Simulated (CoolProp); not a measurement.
A Linde-Hampson liquefier for dry air: isothermal reversible compression at 290 K from 1 atm to 10 MPa, throttling to 1 atm, return gas leaving the recuperator 10 K below the feed. Each further row changes one setting.

Computed with CoolProp (reference Helmholtz-energy equation of state, Lemmon 2000). It is a pseudo-pure fit of the blend.

```json
[
 {"case": "as stated", "liquid yield per pass": "(withheld)", "compression work (kJ/kg of gas)": "380"},
 {"case": "high pressure 20 MPa", "liquid yield per pass": "(withheld)", "compression work (kJ/kg of gas)": "(withheld)"},
 {"case": "warm-end temperature 320 K", "liquid yield per pass": "(withheld)", "compression work (kJ/kg of gas)": "421"},
 {"case": "warm-end gap 15 K", "liquid yield per pass": "0.017", "compression work (kJ/kg of gas)": "380"}
]
```

**Question.** What belongs in the gaps?

**Answer.** 
- as stated, liquid yield per pass: 0.029
- high pressure 20 MPa, liquid yield per pass: 0.067
- high pressure 20 MPa, compression work (kJ/kg of gas): 438
- warm-end temperature 320 K, liquid yield per pass: 0.016
